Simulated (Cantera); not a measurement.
A Cantera script and what it prints.

```python
import numpy as np
import cantera as ct

gas_names = [...]  # 113 gases of nasa_gas.yaml made of C, H, O, Pb
cond_names = """
    C(gr) C6H6(L) C7H8(L) C8H18(L),n-octa H2O(s) H2O(L) Pb(cr) Pb(L) PbO(rd) PbO(yw) PbO(L) PbO2(s)
    Pb3O4(s)
""".split()


# ... load() reads the species with a 1 bar reference pressure and builds the phases ...
atoms = {
    'PbO': {'Pb': 1, 'O': 1},
    'C': {'C': 1},
    'H2': {'H': 2},
}
top_T = {'C(gr)': 4500, 'Pb3O4(s)': 820}  # K; cautious upper limits of use, not melting points


# ... equilibrate(T, P, feed) seeds the gas with the atoms and calls Mixture.equilibrate('TP', solver="vcs", rtol=1e-11, max_steps=5000) ...
results = []
T = 2075  # K
P = 120000  # Pa
for m in [0.19, 0.27, 0.38, 0.55, 0.79, 1.1, 1.6, 2.3]:
    feed = {'PbO': 1, 'C': 0.56, 'H2': m}  # mol
    mix = equilibrate(T, P, feed)
    results.append((T, P, feed, dict(zip(mix.species_names, mix.species_moles))))

top = {s: max(r[3][s] / sum(r[3][g] for g in gas_names) for r in results) for s in gas_names}
cols = sorted((s for s in top if top[s] > 1e-06), key=lambda s: -top[s])[:7]
seen = [c for c in cond_names if any(r[3].get(c, 0) > 1e-12 for r in results)]
print("log10 of partial pressures in bar; condensed amounts in mol")
print(f"{'n(H2)':>10s}" + "".join(f"{s[:9]:>10s}" for s in cols + seen))
for T, P, feed, n in results:
    ng = sum(n[g] for g in gas_names)
    print(f"{feed['H2']:10.4g}" + "".join(f"{np.log10(max(n[s] / ng * P / 1e5, 1e-99)):10.3f}" for s in cols)
          + "".join(f"{n.get(c, 0):10.4g}" for c in seen))
```

Result:

```
log10 of partial pressures in bar; condensed amounts in mol
     n(H2)        Pb        H2        CO       H2O       CO2       PbO         H
      0.19    -0.177    -1.606    -0.689    -0.977    -0.745    -1.774    -3.378
      0.27    -0.193    -1.365    -0.649    -0.874    -0.844    -1.929    -3.257
      0.38    -0.216    -1.123    -0.617    -0.797    -0.978    -2.118    -3.136
      0.55    -0.250    -0.871    -0.601    -0.750    -1.167    -2.357    -3.010
      0.79    -0.296    -0.654    -0.611    -0.742    -1.385    -2.611    -2.902
       1.1    -0.349    -0.490    -0.643    -0.764    -1.603    -2.850    -2.820
       1.6    -0.423    -0.343    -0.701    -0.817    -1.861    -3.124    -2.746
       2.3    -0.509    -0.233    -0.779    -0.890    -2.122    -3.394    -2.691
```

Cantera equilibrium calculation (NASA polynomials, part measured and part estimated; ideal gas, pure solids and liquids). Gases not in the tables: (PbO)n polymers.
